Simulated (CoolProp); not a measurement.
Vapour pressure (bar) of n-perfluorohexane: the reference equation beside estimates from Tc = 448.0 K, pc = 17.42 bar, ω = 0.497.

Computed with CoolProp (reference Helmholtz-energy equation of state, Gao 2022).

```csv
T (K),reference,Soave-Redlich-Kwong,Peng-Robinson
354.8,2.170,2.194,2.176
360.7,2.558,2.592,2.568
366.6,2.998,3.044,3.012
372.5,3.493,3.553,3.514
378.4,4.048,4.125,4.078
384.4,4.678,4.776,4.720
390.3,5.368,5.489,5.424
396.2,6.134,6.279,6.207
402.1,6.981,7.153,7.073
408,7.915,8.115,8.029
413.9,8.945,9.171,9.082
419.9,10.10,10.35,10.26
425.8,11.35,11.61,11.53
```

Absolute difference from the reference over all 13 rows, mean and median: Soave-Redlich-Kwong 2.0 and 2.3 %, Peng-Robinson 1.0 and 1.0 %.
